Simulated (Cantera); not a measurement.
**Ta(OEt)5 + H2O + H2 + O2 (tantalum, niobium, vanadium and zirconium in process gases)**

Input: 1 mol Ta(OEt)5, 0.77 mol H2O, 370 mol H2, 9.2 mol O2, at 2623 K and 9.50 bar.

Method: chemical equilibrium by Gibbs-energy minimisation in Cantera with the NASA 1993 tables (ideal gas, pure condensed phases). Candidate condensed phases: C, C6H6, C7H8, C8H18, H2O, Ta, TaC, Ta2O5; 113 gas species. The feed counts by its element totals alone. Equilibrium is a limit: real reactors are often held back by kinetics, nucleation or transport.

```json
{
  "x(H2)": "0.932",
  "x(H2O)": "0.0293",
  "x(CO)": "0.0251",
  "x(H)": "0.0132",
  "x(CO2)": "0.000121",
  "x(TaO2)": "0.000112",
  "x(OH)": "9.84e-5",
  "x(TaO)": "9.64e-6",
  "n(Ta2O5(l))": "0.476 mol",
  "gas_amount": "395.9 mol",
  "log10 activity of Ta(s) (absent)": "-1.23",
  "log10 activity of TaC(s) (absent)": "-2.29",
  "log10 activity of C(graphite) (absent)": "-3.86"
}
```
